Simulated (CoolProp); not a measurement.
Vapour-liquid equilibrium of carbonyl sulfide (1) + propane (2) at 67.2 kPa; x and y are mole fractions of (1).

The numbers come from the multi-fluid Helmholtz-energy mixture model, Lemmon 2006 and Lemmon 2009; pair parameters Bell 2016 in CoolProp.

```json
[
 {"x": "0.05", "bubble temperature, mixture model (°C)": "-51.7", "bubble temperature, Raoult's law (°C)": "-51.5", "y, mixture model": "0.080", "y, Raoult's law": "0.071"},
 {"x": "0.125", "bubble temperature, mixture model (°C)": "-52.6", "bubble temperature, Raoult's law (°C)": "-52.2", "y, mixture model": "0.185", "y, Raoult's law": "0.172"},
 {"x": "0.2", "bubble temperature, mixture model (°C)": "-53.4", "bubble temperature, Raoult's law (°C)": "-52.8", "y, mixture model": "0.276", "y, Raoult's law": "0.266"},
 {"x": "0.275", "bubble temperature, mixture model (°C)": "-54.0", "bubble temperature, Raoult's law (°C)": "-53.4", "y, mixture model": "0.359", "y, Raoult's law": "0.355"},
 {"x": "0.35", "bubble temperature, mixture model (°C)": "-54.6", "bubble temperature, Raoult's law (°C)": "-54.0", "y, mixture model": "0.436", "y, Raoult's law": "0.439"},
 {"x": "0.425", "bubble temperature, mixture model (°C)": "-55.1", "bubble temperature, Raoult's law (°C)": "-54.6", "y, mixture model": "0.510", "y, Raoult's law": "0.518"},
 {"x": "0.5", "bubble temperature, mixture model (°C)": "-55.6", "bubble temperature, Raoult's law (°C)": "-55.2", "y, mixture model": "0.581", "y, Raoult's law": "0.593"},
 {"x": "0.575", "bubble temperature, mixture model (°C)": "-56.1", "bubble temperature, Raoult's law (°C)": "-55.8", "y, mixture model": "0.649", "y, Raoult's law": "0.664"},
 {"x": "0.65", "bubble temperature, mixture model (°C)": "-56.5", "bubble temperature, Raoult's law (°C)": "-56.3", "y, mixture model": "0.717", "y, Raoult's law": "0.731"},
 {"x": "0.725", "bubble temperature, mixture model (°C)": "-57.0", "bubble temperature, Raoult's law (°C)": "-56.8", "y, mixture model": "0.782", "y, Raoult's law": "0.794"},
 {"x": "0.8", "bubble temperature, mixture model (°C)": "-57.4", "bubble temperature, Raoult's law (°C)": "-57.3", "y, mixture model": "0.846", "y, Raoult's law": "0.854"},
 {"x": "0.875", "bubble temperature, mixture model (°C)": "-57.9", "bubble temperature, Raoult's law (°C)": "-57.8", "y, mixture model": "0.907", "y, Raoult's law": "0.911"},
 {"x": "0.95", "bubble temperature, mixture model (°C)": "-58.3", "bubble temperature, Raoult's law (°C)": "-58.3", "y, mixture model": "0.964", "y, Raoult's law": "0.965"}
]
```

The largest gap from Raoult's law is -0.6 K in bubble temperature, at x = 0.275. No azeotrope shows between x = 0.05 and 0.95.

Pair parameters are fitted to limited data, so mixtures are less certain than the pure fluids.
